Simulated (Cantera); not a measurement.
Charge: 1 mol Ta, 3.6 mol N₂O, at 2075 K and 2.30 Pa.

Cantera equilibrium calculation (NASA polynomials, part measured and part estimated; ideal gas, pure solids and liquids). Candidate condensed phases: Ta, Ta₂O₅; 12 gas species. Equilibrium is a limit: real reactors are often held back by kinetics, nucleation or transport.

Base state: N₂ 0.828, O₂ 0.0888, O 0.0724, NO 0.00623, TaO₂ 0.00461 (mole fractions); condensed: Ta₂O₅(l).

What changes in the equilibrium state with this change: 0.069 mol H₂O added?


```json
[
 {"species": "N₂", "before": "0.828", "after": "0.802"},
 {"species": "O₂", "before": "0.0888", "after": "0.0884"},
 {"species": "O", "before": "0.0724", "after": "0.0722"},
 {"species": "H", "before": "0", "after": "0.0175"},
 {"species": "OH", "before": "0", "after": "0.00571"},
 {"species": "TaO₂", "before": "0.00461", "after": "0.00461"},
 {"species": "H₂O", "before": "0", "after": "0.00284"},
 {"species": "H₂", "before": "0", "after": "0.000991"},
 {"species": "NO", "before": "0.00623", "after": "0.00611"},
 {"species": "Ta₂O₅(l), mol", "before": "0.490", "after": "0.490"}
]
```
Further candidate phases: H₂O.
